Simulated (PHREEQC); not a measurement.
Make-up at 25 °C: 0.053 mol/kgw FeSO4, 0.26 mol/kgw MgSO4 and 3.8e-05 mol/kgw H2SO4. Closed to the air; pH follows from the charge balance.

Model: Pitzer model, pitzer.dat, run in PHREEQC.

Each row changes one thing in this solution. Precipitation was switched off in this run.

```csv
case,pH,HSO4- (mol/kgw),MgOH+ (mol/kgw),SI of Epsomite (MgSO4:7H2O),SI of Hexahydrite (MgSO4:6H2O)
as made,4.79,4.76e-5,6.87e-9,-1.28,-1.56
FeSO4 from 0.053 to 0.106 mol/kgw,4.80,4.71e-5,6.88e-9,-1.28,-1.56
H2SO4 from 3.8e-05 to 4.18e-05 mol/kgw,4.75,5.26e-5,6.22e-9,-1.28,-1.56
MgSO4 from 0.26 to 0.026 mol/kgw,4.60,3.85e-5,5.40e-10,-2.30,-2.58
FeSO4 left out,4.79,4.81e-5,6.86e-9,-1.28,-1.56
temperature from 25 to 15 °C,4.72,4.32e-5,2.43e-9,-1.18,-1.56
FeSO4 from 0.053 to 0.53 mol/kgw,4.79,4.40e-5,6.97e-9,-1.30,-1.57
```

Complexes and solids missing from the database can't appear. In brines, pH and single-ion activities rest on the MacInnes convention.
